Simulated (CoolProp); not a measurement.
The fluid at 298.15 K and 8.67 MPa is throttled through a valve to 0.461 MPa with no heat exchange. The same conditions are run with several fluids, on thermodynamics alone (safety and materials aside).

Model: reference Helmholtz-energy equation of state of each fluid (ammonia: Gao 2020; R236FA: Pan 2012; carbonyl sulfide: Lemmon 2006; R11: Jacobsen 1992; hydrogen sulfide: Lemmon 2006), in CoolProp.

**Question.** Rank ammonia, R236FA, carbonyl sulfide, R11, hydrogen sulfide by temperature change (K), highest first.

**Answer.** R11 (+3.4), R236FA (+1.5), ammonia (-23.1), carbonyl sulfide (-36.1), hydrogen sulfide (-49.8)

| fluid | final phase | final density (kg/m³) |
|---|---|---|
| ammonia | two-phase, vapour fraction 0.089 | 39.1 |
| R236FA | liquid | 1360 |
| carbonyl sulfide | two-phase, vapour fraction 0.173 | 75.5 |
| R11 | liquid | 1470 |
| hydrogen sulfide | two-phase, vapour fraction 0.211 | 37.3 |
